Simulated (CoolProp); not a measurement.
Computed with CoolProp (reference Helmholtz-energy equation of state, McLinden 2015).

Q: For the fluoroketone C6F12O (FK-5-1-12), give the phase and the density (kg/m³), cv (kJ/(kg K)), Joule-Thomson coefficient (K/MPa), isothermal compressibility (1/MPa) at -32.05 °C and 719 kPa.

A: 
- -32.05 °C and 719 kPa: liquid; density 1770, cv 0.874, Joule-Thomson coefficient -0.328, isothermal compressibility 0.00147
